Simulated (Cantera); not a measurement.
Charge: 1 mol toluene, 0.074 mol H2O, 8.3 mol N2, held at 2223 K and 1 atm.

Equilibrium computed with Cantera from the NASA thermochemical tables; the gas is ideal and each condensed phase is pure. Candidate condensed phases: C, C6H6, C7H8, C8H18, H2O; 136 gas species. Equilibrium is a limit: real reactors are often held back by kinetics, nucleation or transport.

Base state: N2 0.658, H2 0.316, HCN 0.0148, CO 0.00593, H 0.00358, HNC 0.00121, C2H2 (acetylene) 0.000917, CH4 2.53e-5 (mole fractions); condensed: C(graphite).

Question: What changes in the equilibrium state with this change: pressure from 1 atm to 69.0 bar?

Answer: 
```csv
species,before,after
N2,0.658,0.660
H2,0.316,0.315
HCN,0.0148,0.0148
H,0.00358,0.000433
CH4,2.53e-5,0.00171
CH3CN,4.94e-7,3.35e-5
NH3,2.10e-6,0.000143
C2H4,6.45e-7,4.36e-5
"C(graphite), mol",6.70,6.68
```
The ideal-gas law is rough above about 30 bar.

Question: What changes in the equilibrium state with this change: toluene replaced by CH3OH?

Answer: 
```tsv
species	before	after
N2	0.658	0.729
H2	0.316	0.175
CO	0.00593	0.0872
HCN	0.0148	1.60e-6
C2H2 (acetylene)	0.000917	<1e-9
CO2	<1e-9	0.000553
H2O	1.01e-7	0.00593
CH4	2.53e-5	1.07e-9
C(graphite), mol	6.70	0
```

Question: What changes in the equilibrium state with this change: pressure from 1 atm to 1.90 bar?

Answer: 
| species | before | after |
|---|---|---|
| N2 | 0.658 | 0.658 |
| H2 | 0.316 | 0.317 |
| HCN | 0.0148 | 0.0148 |
| H | 0.00358 | 0.00261 |
| CH4 | 2.53e-5 | 4.76e-5 |
| C2H2 (acetylene) | 0.000917 | 0.000919 |
| HNC | 0.00121 | 0.00121 |
| CO | 0.00593 | 0.00594 |
| C(graphite), mol | 6.70 | 6.70 |
